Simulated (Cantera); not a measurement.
Feed: 1 mol Fe2O3, 1.2 mol C, 0.5 mol N2, held at 2598.15 K and 77.0 Pa.

Equilibrium computed with Cantera from the NASA thermochemical tables; the gas is ideal and each condensed phase is pure. Candidate condensed phases: C, Fe, Fe(CO)5, FeO, Fe2O3, Fe3O4; 27 gas species. The numbers say what is thermodynamically allowed, not how fast it happens.

Base state: Fe 0.384, CO 0.216, O 0.200, N2 0.0975, O2 0.0577, CO2 0.0237, FeO 0.0162, NO 0.00500 (mole fractions); condensed: gas only.

What changes in the equilibrium state with this change: temperature from 2598.15 K to 1450 K?


```
species       before    after
-----------  -------  -------
CO             0.216    0.605
N2            0.0975    0.294
CO2           0.0237    0.101
Fe             0.384  6.48e-5
O              0.200    <1e-9
O2            0.0577    <1e-9
FeO           0.0162  8.22e-8
NO           0.00500  1.72e-8
Fe(γ), mol         0    0.372
FeO(s), mol        0     1.63
```
Mutual solubility and eutectic melting of coexisting phases are not modelled. The tables' stoichiometric FeO is somewhat more stable than real wüstite, so its field is too wide. FeO: taken at fixed stoichiometry.

What changes in the equilibrium state with this change: pressure from 77.0 Pa to 4.20 bar?


```json
[
 {"species": "CO", "before": "0.216", "after": "0.646"},
 {"species": "N2", "before": "0.0975", "after": "0.290"},
 {"species": "CO2", "before": "0.0237", "after": "0.0493"},
 {"species": "Fe", "before": "0.384", "after": "0.0140"},
 {"species": "O", "before": "0.200", "after": "2.55e-5"},
 {"species": "O2", "before": "0.0577", "after": "5.12e-6"},
 {"species": "FeO", "before": "0.0162", "after": "0.000412"},
 {"species": "NO", "before": "0.00500", "after": "8.13e-5"},
 {"species": "Fe(l), mol", "before": "0", "after": "0.261"},
 {"species": "FeO(l), mol", "before": "0", "after": "1.71"}
]
```
Each liquid is taken as pure. Mutual solubility and eutectic melting of coexisting phases are not modelled. The tables' stoichiometric FeO is somewhat more stable than real wüstite, so its field is too wide. FeO: taken at fixed stoichiometry.
